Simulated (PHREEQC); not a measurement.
0.13 g of hydrous ferric oxide (600 m²/g; 0.2 weak and 0.005 strong sites per Fe, Dzombak-Morel constants, diffuse double layer) in 1 kg of water with 0.001 mol/kgw of an inert sodium salt, at 25 °C; the pH is set by adding NaOH or the inert anion's acid. Oxygen is held at 0.21 atm. CO2 from the air is kept out. Precipitation was switched off in this run.

Model: ion-association model, wateq4f.dat, run in PHREEQC.

```
pH    surface charge σ (C/m²)  surface potential ψ (mV)
----  -----------------------  ------------------------
4                       0.118                       210
4.5                     0.079                       191
5                       0.051                       169
5.5                     0.031                       145
6                       0.019                       119
6.5                     0.011                        92
7                       0.006                        64
7.5                     0.003                        35
8                       0.000                         6
8.5                    -0.002                       -23
9                      -0.004                       -51
9.5                    -0.009                       -80
10                     -0.015                      -107
10.5                   -0.028                      -133
11                     -0.054                      -155
11.5                   -0.107                      -170
12                     -0.200                      -176
```

Complexes and solids missing from the database can't appear.
